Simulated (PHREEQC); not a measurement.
## Nickel, zinc or cadmium bath

A solution holds 0.12 mol/kgw ZnCl2, 0.22 mol/kgw H2SO4 and 0.096 mol/kgw Zn(NO3)2, at 25 °C. Closed to the air; pH follows from the charge balance.

The numbers come from PHREEQC with the ion-association model, wateq4f.dat.

```json
{
 "pH": "0.67",
 "ionic_strength": "0.816 mol/kgw",
 "activity_of_water": "0.981",
 "total_alkalinity": "-440 meq/kg"
}
```

| species | molality | activity | log γ |
|---|---|---|---|
| H+ | 0.287 | 0.215 | -0.126 |
| Cl- | 0.216 | 0.132 | -0.214 |
| NO3- | 0.192 | 0.110 | -0.244 |
| Zn+2 | 0.159 | 0.0345 | -0.663 |
| HSO4- | 0.153 | 0.0971 | -0.197 |
| ZnSO4 | 0.0312 | 0.0376 | 0.082 |
| SO4-2 | 0.0276 | 0.00464 | -0.775 |
| ZnCl+ | 0.0199 | 0.0123 | -0.211 |
| Zn(SO4)2-2 | 0.00418 | 0.00142 | -0.469 |
| ZnCl2 | 0.00140 | 0.00169 | 0.082 |
| ZnCl3- | 0.000407 | 0.000250 | -0.211 |
| ZnCl4-2 | 9.13e-5 | 1.65e-5 | -0.742 |

This is a speciation only: nothing precipitates in the calculation. Ionic strength above about 0.7 mol/kgw puts this run outside the model's range. Species that the database lacks are ignored.
